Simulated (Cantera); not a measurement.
An isothermal, constant-pressure homogeneous reactor starts with 3.12 % NO, 96.9 % N2, at 2200 K and 1.00 atm.

Computed with Cantera and GRI-Mech 3.0 (53 species, 325 reactions).

One state of this run: x NO = 0.0291; x N2O = 5.33e-7; x N2 = 0.970; x O = 0.000112; x O2 = 0.00102. x: mole fraction; the columns are a selection and need not sum to one.

**Question.** Which value of t (s) does it belong to?
A) 7.96e-5
B) 5.02
C) 2.00e-5
D) 0.0796

**Answer.** D, 0.0796
